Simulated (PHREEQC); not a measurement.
Make-up at 40 °C: 0.022 mol CdCl2 per kg of water. It is in equilibrium with CO2 at log p = -2 (atm). Otherwise closed; pH follows from the charge balance.

Model: ion-association model, wateq4f.dat, run in PHREEQC.

- pH: 4.92
- ionic strength: 0.0382 mol/kgw

```
species  molality  activity   log γ
-------  --------  --------  ------
Cl-        0.0295    0.0244  -0.083
CdCl+      0.0122    0.0102  -0.080
Cd+2      0.00867   0.00416  -0.319
CdCl2     0.00108   0.00109   0.004
CO2      0.000235  0.000237   0.004
CdCl3-    2.50e-5   2.08e-5  -0.080
H+        1.40e-5   1.20e-5  -0.065
HCO3-     1.18e-5   9.93e-6  -0.076
CdHCO3+   1.57e-6   1.31e-6  -0.080
CdOHCl    4.69e-7   4.73e-7   0.004
```

No solid was allowed to form. At this temperature some constants are extrapolated from 25 °C, and those without enthalpy data are left unchanged.
